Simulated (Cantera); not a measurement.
A perfectly stirred reactor is fed with 9.27 % CH4, 0.463 % H2, 19.0 % O2, 71.3 % N2, equivalence ratio 0.99, at 1000000 Pa; it is adiabatic with a 525 K inlet, and is followed from long to short residence time, starting on the burning branch (τ in s: 0.021, 0.0095, 0.0044, 0.002, 0.00093, 0.00043, 0.0002, 9e-05, 4.1e-05, 1.9e-05, 8.8e-06, 4e-06).

Detailed kinetics in Cantera: GRI-Mech 3.0 (53 species, 325 reactions).

Q: Predict: blow-out, bracketed by the residence times tried; x(CH4) at τ = 21.0 ms; x(H2) at τ = 21.0 ms; x(O2) at τ = 21.0 ms; x(H) at τ = 21.0 ms; x(CH4) at τ = 0.200 ms; x(H2) at τ = 0.200 ms; x(O2) at τ = 0.200 ms; x(C2H6) at τ = 0.200 ms; x(H) at τ = 0.200 ms.

A: 
```
Item                                                                           Value
------------------------------------------------  ----------------------------------
blow-out, bracketed by the residence times tried  burning at 19.0 µs, out at 8.80 µs
x(CH4) at τ = 21.0 ms                                                        2.35e-6
x(H2) at τ = 21.0 ms                                                         0.00285
x(O2) at τ = 21.0 ms                                                         0.00580
x(H) at τ = 21.0 ms                                                         0.000275
x(CH4) at τ = 0.200 ms                                                      0.000118
x(H2) at τ = 0.200 ms                                                        0.00611
x(O2) at τ = 0.200 ms                                                         0.0124
x(C2H6) at τ = 0.200 ms                                                      9.02e-9
x(H) at τ = 0.200 ms                                                         0.00109
```
